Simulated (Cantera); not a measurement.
Charge: 1 mol C₃H₆, 49 mol H₂, at 3.00 bar.

Method: chemical equilibrium by Gibbs-energy minimisation in Cantera with the NASA 1993 tables (ideal gas, pure condensed phases). Candidate condensed phases: C, C₆H₆, C₇H₈, C₈H₁₈; 76 gas species. The numbers say what is thermodynamically allowed, not how fast it happens.

**Question.** Which condensed phases are stable at each of these points (T (°C)): 1775, 1875, 1975, 2075, 2175, 2275, 2375, 2475, 2575, 2675, 2775?

**Answer.** 
```tsv
T (°C)	condensed phases	C condensed (%)
1775	C(graphite)	94.3
1875	C(graphite)	91.7
1975	C(graphite)	87.2
2075	C(graphite)	79.9
2175	C(graphite)	69.1
2275	C(graphite)	53.7
2375	C(graphite)	32.4
2475	C(graphite)	3.8
2575	gas only	0.0
2675	gas only	0.0
2775	gas only	0.0
```

From 1775 °C to 2475 °C the condensed part is C(graphite). From 2575 °C to 2775 °C nothing is condensed.
